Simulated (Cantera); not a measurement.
An isothermal plug-flow reactor at 525 K and 200000 Pa (inlet), inlet velocity 4 m/s, active area per volume 2700 1/m; feed H2 : O2 : N2 = 0.0021 : 0.012 : 0.79 (molar parts), equivalence ratio 0.087.

Computed with Cantera and Deutschmann's 1995 Pt surface mechanism with GRI-Mech 3.0 gas chemistry. Catalytic surfaces can have several steady states; this one follows from the mechanism file's or the stated starting coverage. Mass transfer to the wall is taken as infinitely fast.

Task: Predict: x(H2) at z = 0.026 m; x(O2) at z = 0.026 m; x(H2O) at z = 0.026 m; θ(free Pt) at the exit; θ(O*) at the exit; θ(OH*) at the exit.

Result: 
```json
{
  "x(H2) at z = 0.026 m": "1.85e-5",
  "x(O2) at z = 0.026 m": "0.0136",
  "x(H2O) at z = 0.026 m": "0.00260",
  "θ(free Pt) at the exit": "0.00206",
  "θ(O*) at the exit": "0.995",
  "θ(OH*) at the exit": "0.00307"
}
```
